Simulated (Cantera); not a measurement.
A perfectly stirred reactor is fed with CH₄ : C₂H₆ : C₃H₈ : O₂ : N₂ = 1 : 0.19 : 0.12 : 4.08 : 15.3 (molar parts), at 1.01 bar; it is adiabatic with a 350 K inlet, and is followed from long to short residence time, starting on the burning branch (τ in s: 0.033, 0.014, 0.0062, 0.0027, 0.0012, 0.00052, 0.00023, 9.9e-05, 4.3e-05, 1.9e-05, 8.3e-06, 3.6e-06).

Detailed kinetics in Cantera: GRI-Mech 3.0 (53 species, 325 reactions).

x: mole fraction; the columns are a selection and need not sum to one.

| τ (s) | T (K) | x CH₄ | x C₂H₆ | x C₃H₈ | x CH₃ | x OH |
|---|---|---|---|---|---|---|
| 0.033 | 2032 | 7.00e-6 | ___ | 1.58e-7 | 3.05e-6 | 0.00334 |
| 0.014 | 2013 | 1.25e-5 | ___ | 3.12e-7 | 5.14e-6 | 0.00407 |
| 0.0062 | 1986 | 2.16e-5 | ___ | 5.74e-7 | 8.36e-6 | 0.00487 |
| 0.0027 | 1948 | 3.88e-5 | ___ | 1.06e-6 | 1.40e-5 | 0.00567 |
| 0.0012 | 1900 | 7.19e-5 | ___ | 1.94e-6 | 2.40e-5 | 0.00631 |
| 0.00052 | 1839 | 0.000146 | ___ | 3.84e-6 | 4.40e-5 | 0.00665 |
| 0.00023 | 1765 | 0.000333 | ___ | 8.41e-6 | 8.79e-5 | 0.00639 |
| 9.9e-5 | 1640 | 0.00129 | ___ | 3.11e-5 | 0.000270 | 0.00437 |
| 4.3e-5 | 350 | 0.0483 | 0.00918 | 0.00580 | <1e-12 | <1e-12 |
| 1.9e-5 | 350 | 0.0483 | 0.00918 | 0.00580 | <1e-12 | <1e-12 |
| 8.3e-6 | 350 | 0.0483 | 0.00918 | 0.00580 | <1e-12 | <1e-12 |
| 3.6e-6 | 350 | 0.0483 | 0.00918 | 0.00580 | <1e-12 | <1e-12 |

Question: Some entries are withheld; supply them.

Answer: 
- 0.033, x C₂H₆: 2.47e-7
- 0.014, x C₂H₆: 4.95e-7
- 0.0062, x C₂H₆: 9.37e-7
- 0.0027, x C₂H₆: 1.79e-6
- 0.0012, x C₂H₆: 3.41e-6
- 0.00052, x C₂H₆: 6.98e-6
- 0.00023, x C₂H₆: 1.57e-5
- 9.9e-5, x C₂H₆: 5.89e-5
